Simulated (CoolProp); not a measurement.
A single-stage vapour-compression cycle with isobutane: evaporating at 217.15 K (dew point), condensing at 275.15 K (bubble point), superheat 2 K, subcooling 2 K, compressor efficiency 0.65, no pressure losses. Each further row changes one setting.

Values from CoolProp's reference Helmholtz-energy equation of state, Bücker 2006.

```
case                              cooling COP  pressure ratio  discharge temperature (K)  refrigerating effect (kJ/kg)  volumetric capacity (kJ/m³)
--------------------------------  -----------  --------------  -------------------------  ----------------------------  ---------------------------
as stated                                1.97            14.2                      316.4                           284                          108
evaporating temperature 222.15 K         2.26            10.6                      311.3                           290                          145
condensing temperature 270.15 K          2.21            11.9                      309.9                           295                          112
subcooling 7 K                           2.05            14.2                      316.4                           295                          112
superheat 12 K                           1.98            14.2                      327.3                           297                          108
compressor efficiency 0.55               1.67            14.2                      330.8                           284                          108
```
